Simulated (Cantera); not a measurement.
## Thermodynamics of sublimation and decomposition of ceramics, feed ZrN + N2

A closed system holds: 1 mol ZrN, 0.2 mol N2, at 10000 Pa.

These are equilibrium values from Cantera (NASA tables, ideal gas, pure condensed phases), not measurements of a reactor. Candidate condensed phases: Zr, ZrN; 9 gas species. Ions and electrons are included (thermal ionisation). ZrN: taken at fixed stoichiometry. Condensed phases not in the tables: N, O or C dissolved in the metal. Equilibrium is a limit: real reactors are often held back by kinetics, nucleation or transport.

From 1727 °C to 2727 °C the condensed part is ZrN(s). From 2977 °C to 3227 °C the condensed part is ZrN(l). At 3477 °C the condensed part is Zr(l). From 3727 °C to 4727 °C nothing is condensed.

```csv
T (°C),x N2,x Zr,x N,x ZrN,x e-,x N+,n ZrN(s),n ZrN(l),n Zr(l)
1727,1.00,1.37e-12,2.85e-9,<1e-12,<1e-12,<1e-12,1.00,0,0
1977,1.00,8.18e-10,7.07e-8,<1e-12,<1e-12,<1e-12,1.00,0,0
2227,1.000,1.34e-7,9.24e-7,<1e-12,<1e-12,<1e-12,1.00,0,0
2477,1.000,8.54e-6,7.60e-6,4.69e-11,<1e-12,<1e-12,1.000,0,0
2727,1.000,0.000268,4.40e-5,1.98e-9,6.98e-12,<1e-12,1.000,0,0
2977,0.995,0.00482,0.000195,4.53e-8,7.90e-11,<1e-12,0,0.999,0
3227,0.950,0.0495,0.000683,5.54e-7,6.27e-10,1.34e-11,0,0.989,0
3477,0.736,0.262,0.00182,3.04e-6,3.46e-9,1.92e-10,0,0,0.751
3727,0.409,0.587,0.00359,5.82e-6,1.34e-8,1.92e-9,0,0,0
3977,0.406,0.586,0.00844,6.47e-6,5.84e-8,1.44e-8,0,0,0
4227,0.399,0.583,0.0180,7.01e-6,2.24e-7,8.33e-8,0,0,0
4477,0.387,0.578,0.0351,7.40e-6,7.74e-7,3.89e-7,0,0,0
4727,0.367,0.570,0.0635,7.57e-6,2.42e-6,1.51e-6,0,0,0
```
x: gas mole fraction; n: condensed amount in mol.
